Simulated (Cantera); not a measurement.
Input (Python, Cantera):

```python
import numpy as np
import cantera as ct

gas = ct.Solution("gri30.yaml")
gas.TPX = 1125, 240, {'C2H6': 1, 'N2': 84}
reactor = ct.IdealGasConstPressureReactor(gas, energy="off", clone=False)
net = ct.ReactorNet([reactor])
net.rtol, net.atol = 1e-08, 1e-18
show = ['C2H6', 'HCN', 'H', 'C2H', 'C2H4']
times = np.geomspace(9e-05, 5, 15)

steps = ct.SolutionArray(gas, extra=["t"])
rows = []
print(f"{'t/s':>10s}{'T/K':>9s}{'P/Pa':>11s}" + "".join(f"{s:>11s}" for s in show))
for t in times:
    while net.time < t:
        t_next = net.step()
        steps.append(gas.state, t=t_next)
    rows.append([np.interp(t, steps.t, y) for y in (steps.T, steps.P, *steps(*show).X.T)])
    print(f"{t:10.3e}{rows[-1][0]:9.1f}{rows[-1][1]:11.4g}" + "".join(f"{x:11.3e}" for x in rows[-1][2:]))
rate = np.gradient(steps.T, steps.t)
print("integrator steps:", len(steps.t))
if steps.T.max() > steps.T[0] + 200:
    print(f"time of steepest temperature rise: {steps.t[rate.argmax()]:.4e} s")
gas.TPX = 1125, 240, {'C2H6': 1, 'N2': 84}
gas.equilibrate("TP")
print(f"equilibrium (TP): T = {gas.T:.1f} K  " + "  ".join(f"{s} {gas[s].X[0]:.3e}" for s in show))
```

It prints:

```
       t/s      T/K       P/Pa       C2H6        HCN          H        C2H       C2H4
 9.000e-05   1125.0        240  1.176e-02  1.011e-26  4.778e-13  6.203e-39  1.644e-14
 1.964e-04   1125.0        240  1.176e-02  1.052e-25  1.106e-12  5.444e-37  1.426e-13
 4.286e-04   1125.0        240  1.176e-02  1.078e-24  3.161e-12  5.707e-35  1.318e-12
 9.353e-04   1125.0        240  1.176e-02  1.119e-23  1.434e-11  1.068e-32  1.277e-11
 2.041e-03   1125.0        240  1.176e-02  1.167e-22  9.326e-11  3.064e-30  1.243e-10
 4.454e-03   1125.0        240  1.176e-02  1.509e-21  6.223e-10  1.031e-27  1.208e-09
 9.721e-03   1125.0        240  1.176e-02  1.031e-19  3.660e-09  3.850e-25  1.184e-08
 2.121e-02   1125.0        240  1.176e-02  2.076e-17  1.913e-08  1.806e-22  1.167e-07
 4.629e-02   1125.0        240  1.176e-02  4.131e-15  9.247e-08  1.273e-19  1.159e-06
 1.010e-01   1125.0        240  1.175e-02  6.496e-13  3.940e-07  9.198e-17  1.099e-05
 2.205e-01   1125.0        240  1.166e-02  3.602e-11  1.105e-06  2.389e-14  8.208e-05
 4.811e-01   1125.0        240  1.133e-02  2.678e-10  1.862e-06  3.756e-13  3.857e-04
 1.050e+00   1125.0        240  1.030e-02  8.083e-10  2.623e-06  2.097e-12  1.313e-03
 2.291e+00   1125.0        240  7.910e-03  1.552e-09  3.271e-06  7.959e-12  3.408e-03
 5.000e+00   1125.0        240  3.969e-03  2.316e-09  4.106e-06  2.625e-11  6.514e-03
integrator steps: 525
equilibrium (TP): T = 1125.0 K  C2H6 1.482e-10  HCN 1.696e-02  H 1.380e-07  C2H 1.482e-12  C2H4 6.833e-06
```

Cantera simulation using GRI-Mech 3.0 (53 species, 325 reactions); the numbers are that mechanism's predictions, not measurements. GRI-Mech 3.0 stops at C3 and has no aromatics, soot or wall deposition, so with more carbon than oxygen in the feed, carbon stays in small species such as C2H2 where larger ones or solid carbon would form. Radical loss at walls, strong at low pressure, is not modelled.
